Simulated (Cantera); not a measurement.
Premixed flame

A freely propagating, adiabatic, planar premixed flame of 30.6 % H₂, 11.8 % O₂, 57.6 % N₂, unburnt at 475 K and 280000 Pa; mixture-averaged transport, grid criteria slope 0.08 and curve 0.16, no radiation.

Computed with Cantera and the H2/O2 subset of GRI-Mech 3.0, which has no nitrogen chemistry. The hydrogen kinetics of GRI-Mech 3.0 are dated; newer H2 mechanisms differ, most at raised pressure. Burning velocities carry a grid error of a few per cent, more on coarse grids.

```json
[
 {"z (mm)": "-0.338", "T (K)": "475", "u (m/s)": "4.48", "x H₂": "0.306", "x O₂": "0.118", "x H₂O": "<1e-8", "x H": "<1e-8", "x HO₂": "<1e-8", "x OH": "<1e-8"},
 {"z (mm)": "-0.225", "T (K)": "475", "u (m/s)": "4.48", "x H₂": "0.306", "x O₂": "0.118", "x H₂O": "<1e-8", "x H": "<1e-8", "x HO₂": "<1e-8", "x OH": "<1e-8"},
 {"z (mm)": "-0.169", "T (K)": "475", "u (m/s)": "4.48", "x H₂": "0.306", "x O₂": "0.118", "x H₂O": "7.03e-8", "x H": "<1e-8", "x HO₂": "<1e-8", "x OH": "<1e-8"},
 {"z (mm)": "-0.113", "T (K)": "475", "u (m/s)": "4.48", "x H₂": "0.306", "x O₂": "0.118", "x H₂O": "3.51e-6", "x H": "<1e-8", "x HO₂": "7.01e-7", "x OH": "<1e-8"},
 {"z (mm)": "-0.0563", "T (K)": "507", "u (m/s)": "4.71", "x H₂": "0.295", "x O₂": "0.119", "x H₂O": "0.00114", "x H": "1.90e-5", "x HO₂": "0.000266", "x OH": "2.31e-5"},
 {"z (mm)": "-0.0282", "T (K)": "768", "u (m/s)": "6.93", "x H₂": "0.257", "x O₂": "0.113", "x H₂O": "0.0234", "x H": "0.00249", "x HO₂": "0.000507", "x OH": "0.000889"},
 {"z (mm)": "0", "T (K)": "1197", "u (m/s)": "10.5", "x H₂": "0.186", "x O₂": "0.0845", "x H₂O": "0.0900", "x H": "0.0174", "x HO₂": "0.000206", "x OH": "0.00203"},
 {"z (mm)": "0.0282", "T (K)": "1511", "u (m/s)": "13.1", "x H₂": "0.117", "x O₂": "0.0414", "x H₂O": "0.171", "x H": "0.0354", "x HO₂": "8.70e-5", "x OH": "0.00492"},
 {"z (mm)": "0.0563", "T (K)": "1678", "u (m/s)": "14.4", "x H₂": "0.0846", "x O₂": "0.0175", "x H₂O": "0.214", "x H": "0.0414", "x HO₂": "3.45e-5", "x OH": "0.00718"},
 {"z (mm)": "0.113", "T (K)": "1831", "u (m/s)": "15.6", "x H₂": "0.0728", "x O₂": "0.00627", "x H₂O": "0.237", "x H": "0.0366", "x HO₂": "1.15e-5", "x OH": "0.00863"},
 {"z (mm)": "0.225", "T (K)": "1964", "u (m/s)": "16.7", "x H₂": "0.0731", "x O₂": "0.00337", "x H₂O": "0.246", "x H": "0.0263", "x HO₂": "5.80e-6", "x OH": "0.00824"},
 {"z (mm)": "0.451", "T (K)": "2073", "u (m/s)": "17.4", "x H₂": "0.0739", "x O₂": "0.00176", "x H₂O": "0.254", "x H": "0.0173", "x HO₂": "2.94e-6", "x OH": "0.00673"},
 {"z (mm)": "0.901", "T (K)": "2150", "u (m/s)": "18.0", "x H₂": "0.0744", "x O₂": "0.000771", "x H₂O": "0.260", "x H": "0.0106", "x HO₂": "1.29e-6", "x OH": "0.00479"}
]
```
x: mole fraction of selected species; z is measured from the peak of heat release.

- laminar burning velocity = 448 cm/s
- thermal thickness = 0.113 mm
- peak x(H) = 0.0415
- peak x(HO₂) = 0.000653
- peak x(OH) = 0.00869
- grid points = 114
